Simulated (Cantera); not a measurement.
Cantera run, input and output.

```python
import numpy as np
import cantera as ct

gas = ct.Solution("gri30.yaml")


def delay(T, t_max=10):
    gas.TPX = T, 240000, {'CH4': 1, 'H2': 0.061, 'O2': 4.41, 'N2': 16.6}
    reactor = ct.IdealGasConstPressureReactor(gas, clone=False)
    net = ct.ReactorNet([reactor])
    net.rtol, net.atol = 1e-8, 1e-16
    while net.time < t_max:
        t_old, T_old = net.time, reactor.T
        net.step()
        if reactor.T > T + 400:  # ignition: a rise of 400 K
            return t_old + (T + 400 - T_old) / (reactor.T - T_old) * (net.time - t_old)
    return np.nan


taus = []
for T in [900, 950, 1000, 1050, 1100, 1150, 1200, 1250, 1300]:
    taus.append(delay(T))
    print(f"T0 = {T:6g} K   tau = {taus[-1]:.4e} s")
```

Output:

```
T0 =    900 K   tau = 7.0985e-01 s
T0 =    950 K   tau = 2.1232e-01 s
T0 =   1000 K   tau = 8.6350e-02 s
T0 =   1050 K   tau = 4.3552e-02 s
T0 =   1100 K   tau = 2.3880e-02 s
T0 =   1150 K   tau = 1.3342e-02 s
T0 =   1200 K   tau = 7.4863e-03 s
T0 =   1250 K   tau = 4.2360e-03 s
T0 =   1300 K   tau = 2.4352e-03 s
```

Detailed kinetics in Cantera: GRI-Mech 3.0 (53 species, 325 reactions). Below about 1000 K GRI-Mech 3.0 lacks low-temperature oxidation paths. Below about 950 K walls govern HO2 and H2O2 in real vessels.
